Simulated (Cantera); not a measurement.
## Stirred combustor or abatement burner

A perfectly stirred reactor is fed with 14.4 % CH4, 18.0 % O2, 67.6 % N2, at 760 Torr; it is adiabatic with a 525 K inlet, and is followed from long to short residence time, starting on the burning branch (τ in s: 0.15, 0.065, 0.029, 0.013, 0.0057, 0.0026, 0.0011, 0.00051, 0.00023, 0.0001, 4.5e-05).

Cantera simulation using GRI-Mech 3.0 (53 species, 325 reactions); the numbers are that mechanism's predictions, not measurements.

```json
[
 {"τ (s)": "0.15", "T (K)": "1994", "x CH4": "0.000953", "x O2": "0.000120", "x CH2": "9.72e-7", "x H": "0.000652", "x HO2": "2.05e-8", "x N2O": "1.18e-8"},
 {"τ (s)": "0.065", "T (K)": "1995", "x CH4": "0.00149", "x O2": "0.000249", "x CH2": "1.92e-6", "x H": "0.000718", "x HO2": "4.43e-8", "x N2O": "1.67e-8"},
 {"τ (s)": "0.029", "T (K)": "1996", "x CH4": "0.00209", "x O2": "0.000486", "x CH2": "3.57e-6", "x H": "0.000812", "x HO2": "9.26e-8", "x N2O": "2.03e-8"},
 {"τ (s)": "0.013", "T (K)": "1994", "x CH4": "0.00273", "x O2": "0.000920", "x CH2": "6.41e-6", "x H": "0.000941", "x HO2": "1.94e-7", "x N2O": "2.19e-8"},
 {"τ (s)": "0.0057", "T (K)": "1987", "x CH4": "0.00347", "x O2": "0.00174", "x CH2": "1.12e-5", "x H": "0.00111", "x HO2": "4.23e-7", "x N2O": "2.08e-8"},
 {"τ (s)": "0.0026", "T (K)": "1973", "x CH4": "0.00438", "x O2": "0.00321", "x CH2": "1.82e-5", "x H": "0.00129", "x HO2": "9.37e-7", "x N2O": "1.74e-8"},
 {"τ (s)": "0.0011", "T (K)": "1938", "x CH4": "0.00620", "x O2": "0.00670", "x CH2": "2.76e-5", "x H": "0.00141", "x HO2": "2.57e-6", "x N2O": "1.20e-8"},
 {"τ (s)": "0.00051", "T (K)": "525", "x CH4": "0.144", "x O2": "0.180", "x CH2": "<1e-12", "x H": "<1e-12", "x HO2": "<1e-12", "x N2O": "<1e-12"},
 {"τ (s)": "0.00023", "T (K)": "525", "x CH4": "0.144", "x O2": "0.180", "x CH2": "<1e-12", "x H": "<1e-12", "x HO2": "<1e-12", "x N2O": "<1e-12"},
 {"τ (s)": "0.00010", "T (K)": "525", "x CH4": "0.144", "x O2": "0.180", "x CH2": "<1e-12", "x H": "<1e-12", "x HO2": "<1e-12", "x N2O": "<1e-12"},
 {"τ (s)": "4.5e-5", "T (K)": "525", "x CH4": "0.144", "x O2": "0.180", "x CH2": "<1e-12", "x H": "<1e-12", "x HO2": "<1e-12", "x N2O": "<1e-12"}
]
```
x: mole fraction; the columns are a selection and need not sum to one.
